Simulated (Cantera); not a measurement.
What does this Cantera script print?

```python
import numpy as np
import cantera as ct

gas_names = [...]  # 113 gases of nasa_gas.yaml made of C, H, O, Ta
cond_names = """
    C(gr) C6H6(L) C7H8(L) C8H18(L),n-octa H2O(s) H2O(L) Ta(cr) Ta(L) TaC(s) TaC(L) Ta2O5(s) Ta2O5(L)
""".split()


# ... load() reads the species with a 1 bar reference pressure and builds the phases ...
atoms = {
    'Ta2O5': {'Ta': 2, 'O': 5},
    'CH4': {'C': 1, 'H': 4},
    'CO': {'C': 1, 'O': 1},
}
top_T = {'C(gr)': 4500}  # K; cautious upper limits of use, not melting points


# ... equilibrate(T, P, feed) seeds the gas with the atoms and calls Mixture.equilibrate('TP', solver="vcs", rtol=1e-11, max_steps=5000) ...
results = []
feed = {'Ta2O5': 1, 'CH4': 4.2, 'CO': 0.68}  # mol
P = 130  # Pa
for T in [1000, 1075, 1150, 1225, 1300, 1375, 1450, 1525, 1600, 1675, 1750, 1825, 1900]:
    mix = equilibrate(T, P, feed)
    results.append((T, P, feed, dict(zip(mix.species_names, mix.species_moles))))

top = {s: max(r[3][s] / sum(r[3][g] for g in gas_names) for r in results) for s in gas_names}
cols = sorted((s for s in top if top[s] > 0.0001), key=lambda s: -top[s])[:8]
seen = [c for c in cond_names if any(r[3].get(c, 0) > 1e-12 for r in results)]
print("log10 of partial pressures in bar; condensed amounts in mol")
print(f"{'T/K':>10s}" + "".join(f"{s[:9]:>10s}" for s in cols + seen))
for T, P, feed, n in results:
    ng = sum(n[g] for g in gas_names)
    print(f"{T:10.4g}" + "".join(f"{np.log10(max(n[s] / ng * P / 1e5, 1e-99)):10.3f}" for s in cols)
          + "".join(f"{n.get(c, 0):10.4g}" for c in seen))
```

It prints:

```
log10 of partial pressures in bar; condensed amounts in mol
       T/K        H2        CO         H       H2O      TaO2    Ta(cr)    TaC(s)  Ta2O5(s)
      1000    -3.044    -3.402   -10.166    -6.823   -22.972         0       1.2    0.3998
      1075    -3.044    -3.402    -9.355    -6.705   -20.547         0     1.201    0.3996
      1150    -3.044    -3.402    -8.649    -6.604   -18.445         0     1.201    0.3995
      1225    -3.044    -3.402    -8.028    -6.518   -16.606         0     1.201    0.3995
      1300    -3.044    -3.402    -7.478    -6.443   -14.984         0     1.201    0.3994
      1375    -3.044    -3.403    -6.987    -6.378   -13.543         0     1.201    0.3993
      1450    -3.044    -3.403    -6.546    -6.320   -12.256         0     1.202    0.3992
      1525    -3.044    -3.403    -6.148    -6.270   -11.098         0     1.202    0.3992
      1600    -3.045    -3.403    -5.787    -6.225   -10.053         0     1.202    0.3991
      1675    -3.046    -3.403    -5.458    -6.185    -9.104         0     1.202     0.399
      1750    -3.047    -3.404    -5.157    -6.150    -8.240         0     1.202    0.3989
      1825    -3.050    -3.405    -4.881    -6.120    -7.449         0     1.202    0.3987
      1900    -3.095    -3.325    -4.648    -6.033    -6.775     1.684         0    0.1571
```

Cantera equilibrium calculation (NASA polynomials, part measured and part estimated; ideal gas, pure solids and liquids). Mutual solubility and eutectic melting of coexisting phases are not modelled. TaC: taken at fixed stoichiometry. Condensed phases not in the tables: Ta2C, N, O or C dissolved in the metal.
